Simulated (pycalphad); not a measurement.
An equivalent pycalphad script:

```python
from pycalphad import Database, equilibrium, calculate, variables as v
import numpy as np
db = Database('COST507.tdb')
comps = ['SN', 'SI', 'VA']
phases = ['BCT_A5', 'DIAMOND_A4', 'LIQUID']
eq = equilibrium(db, comps, phases, {v.X('SI'): 0.0571, v.T: np.arange(1400, 499, -50), v.P: 101325, v.N: 1}, output=['HM', 'SM'])
```

Computed with pycalphad from the COST 507 light-alloy database (1999), at 1 atm. The data set is of 1999 and partly superseded. Amounts are mole fractions of atoms.

Results at three of the temperatures:

```
T = 1250.00 K, P = 101325 Pa, N = 1 mol of atoms
G = -95482 J/mol, H = 35611 J/mol, S = 104.88 J/(mol K)  (SER reference)
chemical potentials (J/mol): Sn -98662, Si -42985
phase             fraction      x(Sn)      x(Si)
LIQUID              0.9683     0.9738     0.0262
DIAMOND_A4          0.0317   3.77e-07     1.0000
```

```
T = 950.00 K, P = 101325 Pa, N = 1 mol of atoms
G = -65435 J/mol, H = 25321 J/mol, S = 95.53 J/(mol K)  (SER reference)
chemical potentials (J/mol): Sn -67699, Si -28049
phase             fraction      x(Sn)      x(Si)
LIQUID              0.9449     0.9979     0.0021
DIAMOND_A4          0.0551    4.4e-07     1.0000
```

```
T = 700.00 K, P = 101325 Pa, N = 1 mol of atoms
G = -42607 J/mol, H = 18098 J/mol, S = 86.72 J/(mol K)  (SER reference)
chemical potentials (J/mol): Sn -44128, Si -17484
phase             fraction      x(Sn)      x(Si)
LIQUID              0.9430     0.9999    6.3e-05
DIAMOND_A4          0.0570   3.77e-07     1.0000
```

Changes of the phase set, refined by bisection:

| T (°C) | phases above | phases below |
|---|---|---|
| 1088.8 | liquid | diamond (Si) + liquid |
| 231.9 | diamond (Si) + liquid | bct (Sn) + diamond (Si) |

DIAMOND_A4 is diamond (Si).
